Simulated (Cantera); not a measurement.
Mixture: C₃H₈ : O₂ : N₂ = 1 : 2.78 : 8.61 (molar parts), equivalence ratio 1.8, at 110000 Pa, adiabatic and at constant volume. Ignition delay is the time to a rise of 400 K.

Computed with Cantera and GRI-Mech 3.0 (53 species, 325 reactions). GRI-Mech 3.0 was tuned for natural gas; its chemistry of propane as a main component is partial and can be far from experiment.

Task: Predict: delay at 1000 K; delay at 1100 K; delay at 1200 K; delay at 1300 K; delay at 1400 K; delay at 1500 K; apparent activation energy between 1300 and 1500 K.

Result: 
```json
{
  "delay at 1000 K": "0.470 s",
  "delay at 1100 K": "45.0 ms",
  "delay at 1200 K": "5.00 ms",
  "delay at 1300 K": "0.787 ms",
  "delay at 1400 K": "0.184 ms",
  "delay at 1500 K": "61.5 µs",
  "apparent activation energy between 1300 and 1500 K": "210 kJ/mol"
}
```
